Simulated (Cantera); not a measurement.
Feed: 1 mol TiCl₄, 0.081 mol O₂, 40 mol H₂.

Method: chemical equilibrium by Gibbs-energy minimisation in Cantera with the NASA 1993 tables (ideal gas, pure condensed phases). Candidate condensed phases: H₂O, Ti, TiCl₂, TiCl₃, TiCl₄, TiO, TiO₂, Ti₂O₃, Ti₃O₅, Ti₄O₇; 23 gas species. Mutual solubility and eutectic melting of coexisting phases are not modelled. The tables' values for TiCl₂ are old estimates. TiO: taken at fixed stoichiometry. Condensed phases not in the tables: TiOCl. Equilibrium is a limit: real reactors are often held back by kinetics, nucleation or transport.

Stable condensed phases, one row left out:

```
T in °C \ P in Pa
             10     32    100    320   1000   3200  10000  32000 100000
   1402       A      A      A      A      A      A      A      A      A
   1352       A      A      A      A      A      A      A      A      A
   1302       A      A      A      A      A      A      A      A      A
   1252       A      A      A      A      A      A      A      A      A
   1202       A      A      A      A      A      A      A      A      A
   1152       A      A      A      A      A      A      A      A      A
   1052       A      A      A      A      A      A      A      A      B
   1002       A      A      A      A      A      A      A      B      C
    952       A      A      A      A      A      A      B      C      C
    902       A      A      A      A      A      C      C      C      C
    852       A      A      A      B      C      C      C      C      C
```

A: TiO; B: TiO + Ti₂O₃; C: Ti₂O₃.

Q: Give the row for 1102 °C.

A: 10: TiO; 32: TiO; 100: TiO; 320: TiO; 1000: TiO; 3200: TiO; 10000: TiO; 32000: TiO; 100000: TiO.
